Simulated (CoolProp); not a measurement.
Values from CoolProp's reference Helmholtz-energy equation of state, de Vries 1995.

**Question.** For R124, give the phase and the density (kg/m³), Joule-Thomson coefficient (K/MPa), isothermal compressibility (1/MPa), expansivity (1/kK) at 275.3 K and 134 kPa; 424.6 K and 16600 kPa.

**Answer.** 
- 275.3 K and 134 kPa: gas; density 8.38, Joule-Thomson coefficient 31.8, isothermal compressibility 7.86, expansivity 4.34
- 424.6 K and 16600 kPa: supercritical; density 1030, Joule-Thomson coefficient 0.355, isothermal compressibility 0.0131, expansivity 3.46
